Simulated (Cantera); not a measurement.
Stirred combustor or abatement burner

A perfectly stirred reactor is fed with CH₄ : O₂ : N₂ = 1 : 4.26 : 25.5 (molar parts), equivalence ratio 0.47, at 233 Torr; it is adiabatic with a 725 K inlet, and is followed from long to short residence time, starting on the burning branch (τ in s: 0.061, 0.021, 0.007, 0.0024, 0.00081, 0.00028, 9.4e-05, 3.2e-05, 1.1e-05, 3.7e-06).

Model: GRI-Mech 3.0 (53 species, 325 reactions), integrated in Cantera.

| τ (s) | T (K) | x CH₄ | x O₂ | x CH₂O | x H₂O | x CO | x NO | x C₂H₆ |
|---|---|---|---|---|---|---|---|---|
| 0.061 | 1460 | 4.22e-5 | 0.0736 | 3.78e-6 | 0.0641 | 0.000824 | 1.24e-6 | 1.03e-9 |
| 0.021 | 1446 | 8.36e-5 | 0.0739 | 7.52e-6 | 0.0636 | 0.00170 | 1.21e-6 | 2.20e-9 |
| 0.0070 | 1418 | 0.000182 | 0.0749 | 1.56e-5 | 0.0626 | 0.00358 | 1.21e-6 | 6.27e-9 |
| 0.0024 | 1367 | 0.000486 | 0.0776 | 3.65e-5 | 0.0608 | 0.00759 | 8.66e-7 | 3.58e-8 |
| 0.00081 | 725 | 0.0325 | 0.138 | <1e-12 | <1e-12 | <1e-12 | <1e-12 | <1e-12 |
| 0.00028 | 725 | 0.0325 | 0.138 | <1e-12 | <1e-12 | <1e-12 | <1e-12 | <1e-12 |
| 9.4e-5 | 725 | 0.0325 | 0.138 | <1e-12 | <1e-12 | <1e-12 | <1e-12 | <1e-12 |
| 3.2e-5 | 725 | 0.0325 | 0.138 | <1e-12 | <1e-12 | <1e-12 | <1e-12 | <1e-12 |
| 1.1e-5 | 725 | 0.0325 | 0.138 | <1e-12 | <1e-12 | <1e-12 | <1e-12 | <1e-12 |
| 3.7e-6 | 725 | 0.0325 | 0.138 | <1e-12 | <1e-12 | <1e-12 | <1e-12 | <1e-12 |
x: mole fraction; the columns are a selection and need not sum to one.
